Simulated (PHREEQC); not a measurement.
## Acid rinse or clean

A solution holds 0.0011 mol/kgw HCl, 0.073 mol/kgw NiCl2 and 0.022 mol/kgw KCl, at 10 °C. Closed to the air; pH follows from the charge balance.

Model: ion-association model, wateq4f.dat, run in PHREEQC.

```
Quantity                 Result
----------------  -------------
pH                         3.06
ionic strength    0.221 mol/kgw
total alkalinity   -1.10 meq/kg
```

| species | molality | activity | log γ |
|---|---|---|---|
| Cl- | 0.157 | 0.112 | -0.149 |
| Ni+2 | 0.0634 | 0.0198 | -0.505 |
| K+ | 0.0220 | 0.0156 | -0.149 |
| NiCl+ | 0.00744 | 0.00556 | -0.126 |
| NiCl2 | 0.00215 | 0.00226 | 0.022 |
| H+ | 0.00110 | 0.000877 | -0.098 |
| NiOH+ | 1.37e-9 | 1.02e-9 | -0.126 |

This is a speciation only: nothing precipitates in the calculation. Away from 25 °C the constants follow the database's enthalpies or fits; those with neither stay at their 25 °C values.
